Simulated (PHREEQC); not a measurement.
Solution (20 °C): 0.21 mol H3BO3 and 0.0017 mol NaF per kg of water. Closed to the air; pH follows from the charge balance.

Model: ion-association model, phreeqc.dat, run in PHREEQC.

This is a speciation only: nothing precipitates in the calculation.

Order these F species by the share of F that they hold, largest first: F-, BF(OH)3-, BF2(OH)2-, HF.

F- (88 %), BF(OH)3- (6.9 %), BF2(OH)2- (5.0 %), HF (0.27 %)

The pH is 5.63 and the ionic strength 0.00170 mol/kgw. Species that the database lacks are ignored. Real BF4- forms and hydrolyses slowly; the run takes it at equilibrium.
